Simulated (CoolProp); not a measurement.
Aqueous ethylene glycol as a coolant, 9 % by mass, freezing at -3.0 °C, 1 atm.

Model: Melinder's fits for secondary coolants, in CoolProp.

```json
[
 {"T (°C)": "3.1", "Prandtl number": "15.6", "conductivity (W/(m K))": "0.532", "density (kg/m³)": "1012", "cp (kJ/(kg K))": "4.054"},
 {"T (°C)": "8.5", "Prandtl number": "12.9", "conductivity (W/(m K))": "0.541", "density (kg/m³)": "1011", "cp (kJ/(kg K))": "4.055"},
 {"T (°C)": "13.8", "Prandtl number": "10.9", "conductivity (W/(m K))": "0.549", "density (kg/m³)": "1011", "cp (kJ/(kg K))": "4.057"},
 {"T (°C)": "19.1", "Prandtl number": "9.28", "conductivity (W/(m K))": "0.556", "density (kg/m³)": "1009", "cp (kJ/(kg K))": "4.059"},
 {"T (°C)": "24.4", "Prandtl number": "8.00", "conductivity (W/(m K))": "0.564", "density (kg/m³)": "1008", "cp (kJ/(kg K))": "4.062"},
 {"T (°C)": "29.7", "Prandtl number": "6.97", "conductivity (W/(m K))": "0.571", "density (kg/m³)": "1007", "cp (kJ/(kg K))": "4.066"},
 {"T (°C)": "35.1", "Prandtl number": "6.11", "conductivity (W/(m K))": "0.577", "density (kg/m³)": "1005", "cp (kJ/(kg K))": "4.069"}
]
```
